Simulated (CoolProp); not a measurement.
Computed with CoolProp (reference Helmholtz-energy equation of state, Lemmon 2016).

### Question
For R365MFC, give the phase and the Z, cp (kJ/(kg K)), cv (kJ/(kg K)), isothermal compressibility (1/MPa) at 197.85 °C and 6.48 MPa; 172.65 °C and 0.264 MPa; 134.45 °C and 3.62 MPa.

### Answer
- 197.85 °C and 6.48 MPa: supercritical; Z 0.315, cp 1.98, cv 1.33, isothermal compressibility 0.0435
- 172.65 °C and 0.264 MPa: gas; Z 0.967, cp 1.25, cv 1.19, isothermal compressibility 3.92
- 134.45 °C and 3.62 MPa: liquid; Z 0.159, cp 1.66, cv 1.21, isothermal compressibility 0.0105
